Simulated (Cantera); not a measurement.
A closed system holds: 1 mol Si, 0.51 mol Br2, 86 mol N2, held at 1177 °C and 0.0660 bar.

Method: chemical equilibrium by Gibbs-energy minimisation in Cantera with the NASA 1993 tables (ideal gas, pure condensed phases). Candidate condensed phases: Br2, Si, Si3N4; 13 gas species. N2 is the only nitrogen source here; it is nearly inert below about 1500 K, so the nitride shown seldom forms there in practice. The tables' values for SiBr3 are old estimates; treat these amounts as uncertain. Kinetics and transport are ignored.

Base state: N2 0.994, SiBr2 0.00288, Br 0.00248, SiBr4 0.000676, SiBr3 0.000294 (mole fractions); condensed: Si3N4(s).

### Question
What changes in the equilibrium state with this change: temperature from 1177 °C to 1377 °C?

### Answer
| species | before | after |
|---|---|---|
| N2 | 0.994 | 0.992 |
| SiBr2 | 0.00288 | 0.00400 |
| Br | 0.00248 | 0.00366 |
| SiBr4 | 0.000676 | 6.01e-6 |
| SiBr3 | 0.000294 | 4.50e-5 |
| Si3N4(s), mol | 0.223 | 0.217 |
